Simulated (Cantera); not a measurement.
What does this Cantera script print?

```python
import numpy as np
import cantera as ct

gas = ct.Solution("SiF4_NH3_mec.yaml", "gas")
gas.TPX = 2348, 1700, {'NH3': 1, 'H2': 3.3}
reactor = ct.IdealGasConstPressureReactor(gas, energy="off", clone=False)
net = ct.ReactorNet([reactor])
net.rtol, net.atol = 1e-08, 1e-18
show = ['NH3', 'H2', 'N2', 'N2H4', 'N']
times = np.geomspace(0.0001, 1, 11)

steps = ct.SolutionArray(gas, extra=["t"])
rows = []
print(f"{'t/s':>10s}{'T/K':>9s}{'P/Pa':>11s}" + "".join(f"{s:>11s}" for s in show))
for t in times:
    while net.time < t:
        t_next = net.step()
        steps.append(gas.state, t=t_next)
    rows.append([np.interp(t, steps.t, y) for y in (steps.T, steps.P, *steps(*show).X.T)])
    print(f"{t:10.3e}{rows[-1][0]:9.1f}{rows[-1][1]:11.4g}" + "".join(f"{x:11.3e}" for x in rows[-1][2:]))
rate = np.gradient(steps.T, steps.t)
print("integrator steps:", len(steps.t))
if steps.T.max() > steps.T[0] + 200:
    print(f"time of steepest temperature rise: {steps.t[rate.argmax()]:.4e} s")
gas.TPX = 2348, 1700, {'NH3': 1, 'H2': 3.3}
gas.equilibrate("TP")
print(f"equilibrium (TP): T = {gas.T:.1f} K  " + "  ".join(f"{s} {gas[s].X[0]:.3e}" for s in show))
```

It prints:

```
       t/s      T/K       P/Pa        NH3         H2         N2       N2H4          N
 1.000e-04   2348.0       1700  2.324e-01  7.674e-01  3.632e-09  8.131e-12  1.282e-09
 2.512e-04   2348.0       1700  2.322e-01  7.672e-01  1.731e-07  5.121e-11  2.479e-08
 6.310e-04   2348.0       1700  2.317e-01  7.669e-01  7.152e-06  3.121e-10  3.956e-07
 1.585e-03   2348.0       1700  2.301e-01  7.666e-01  2.235e-04  1.550e-09  4.323e-06
 3.981e-03   2348.0       1700  2.234e-01  7.697e-01  2.610e-03  2.873e-09  1.124e-05
 1.000e-02   2348.0       1700  2.055e-01  7.803e-01  9.926e-03  2.622e-09  1.170e-05
 2.512e-02   2348.0       1700  1.673e-01  8.029e-01  2.553e-02  1.976e-09  1.180e-05
 6.310e-02   2348.0       1700  1.022e-01  8.413e-01  5.213e-02  1.007e-09  1.197e-05
 1.585e-01   2348.0       1700  3.109e-02  8.823e-01  8.122e-02  2.054e-10  1.254e-05
 3.981e-01   2348.0       1700  5.600e-04  8.884e-01  9.325e-02  9.165e-13  1.209e-05
 1.000e+00   2348.0       1700  1.401e-06  8.476e-01  9.147e-02  7.338e-17  1.425e-06
integrator steps: 1353
equilibrium (TP): T = 2348.0 K  NH3 4.711e-08  H2 8.232e-01  N2 9.026e-02  N2H4 1.814e-19  N 1.498e-07
```

Model: the gas-phase N/H chemistry of the illustrative SiF4/NH3 mechanism in the Surface Chemkin manual (1991), integrated in Cantera. Walls and surfaces, which speed up NH3 decomposition in real reactors, are not modelled.
